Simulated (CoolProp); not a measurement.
Vapour-liquid equilibrium of dimethyl ether (1) + n-butane (2) at 1.2 MPa; x and y are mole fractions of (1).

Values from CoolProp's multi-fluid Helmholtz-energy mixture model, Wu 2011 and Bücker 2006; pair parameters Bell 2016.

| x | bubble temperature (°C) | y at the bubble point | dew temperature at overall composition x (°C) | liquid density (mol/L) |
|---|---|---|---|---|
| 0.05 | 84.1 | 0.106 | 86.2 | 8.601 |
| 0.15 | 77.3 | 0.281 | 82.4 | 9.014 |
| 0.25 | 71.8 | 0.417 | 78.5 | 9.424 |
| 0.35 | 67.3 | 0.526 | 74.5 | 9.842 |
| 0.45 | 63.7 | 0.615 | 70.4 | 10.27 |
| 0.55 | 60.7 | 0.692 | 66.3 | 10.73 |
| 0.65 | 58.2 | 0.762 | 62.3 | 11.23 |
| 0.75 | 56.0 | 0.828 | 58.6 | 11.76 |
| 0.85 | 54.2 | 0.894 | 55.4 | 12.35 |
| 0.95 | 52.7 | 0.963 | 52.9 | 12.99 |

No azeotrope shows between x = 0.05 and 0.95.

The pair parameters rest on a limited set of measurements; away from them the model extrapolates.
